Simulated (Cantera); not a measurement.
A closed system holds: 1 mol B₂O₃, 36 mol H₂, equilibrated at 1025 °C and 158 Torr.

Equilibrium computed with Cantera from the NASA thermochemical tables; the gas is ideal and each condensed phase is pure. Candidate condensed phases: B, B₂O₃, B₃O₃H₃, H₂O; 23 gas species. Kinetics and transport are ignored.

Base state: H₂ 1.000, HBO 0.000110, H₂O 5.80e-5, HBO₂ 4.99e-5, B₃O₃H₃ 1.85e-5 (mole fractions); condensed: B₂O₃(l).

### Question
What changes in the equilibrium state with this change: pressure from 158 Torr to 0.338 Torr?

### Answer
```
species         before     after
------------  --------  --------
H₂               1.000     0.996
HBO           0.000110   0.00167
HBO₂           4.99e-5   0.00153
B₂O₃           8.39e-7  0.000391
B₂O₂           1.70e-7   3.96e-5
B₃O₃H₃         1.85e-5   3.00e-7
H              2.34e-6   5.04e-5
H₂O            5.80e-5  0.000116
B₂O₃(l), mol     0.996     0.927
```
